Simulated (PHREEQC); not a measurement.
Solution (20 °C): 0.00025 mol CaSO4, 7.9e-05 mol NaF and 0.21 mol KCl per kg of water. Closed to the air; pH follows from the charge balance.

The numbers come from PHREEQC with the ion-association model, phreeqc.dat.

No solid was allowed to form.

Task: Order these S species by the share of S that they hold, largest first: KSO4-, SO4-2, CaSO4.

Result: SO4-2 (73 %), KSO4- (27 %), CaSO4 (0.27 %)

The pH is 7.07 and the ionic strength 0.211 mol/kgw.
